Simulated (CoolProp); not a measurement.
The fluid at 381.51 K and 0.478 MPa is throttled through a valve to 0.0384 MPa with no heat exchange. The same conditions are run with several fluids, on thermodynamics alone (safety and materials aside).

Values from CoolProp's reference Helmholtz-energy equation of state of each fluid (fluoroethane (R161): Wu 2012; R22: Kamei 1995; dry air: Lemmon 2000; R134a: Tillner-Roth 1994; trans-2-butene: Lemmon 2005). Blends and air are pseudo-pure fits.

```json
[
 {"fluid": "fluoroethane (R161)", "temperature change (K)": "-4.4", "final density (kg/m³)": "0.590"},
 {"fluid": "R22", "temperature change (K)": "-4.7", "final density (kg/m³)": "1.06"},
 {"fluid": "dry air", "temperature change (K)": "-0.6", "final density (kg/m³)": "0.351"},
 {"fluid": "R134a", "temperature change (K)": "-4.3", "final density (kg/m³)": "1.25"},
 {"fluid": "trans-2-butene", "temperature change (K)": "-6.0", "final density (kg/m³)": "0.694"}
]
```
